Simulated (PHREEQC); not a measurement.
A solution holds 0.23 mol/kgw SrCl2, at 20 °C and 500 atm. It is in equilibrium with CO2 at log p = 0 (atm). Otherwise closed; pH follows from the charge balance.

All values are PHREEQC results (ion-association model, phreeqc.dat), not measurements.

Problem. The ionic strength comes out as 0.690 mol/kgw. What activity coefficients do SrHCO3+, Cl-, HCO3-, Sr+2, H+ get?

Solution. SrHCO3+ 0.68, Cl- 0.64, HCO3- 0.68, Sr+2 0.26, H+ 0.76.

Precipitation was switched off in this run. Species that the database lacks are ignored. Under pressure, the constants of complexes without a molar volume in the database are unreliable.
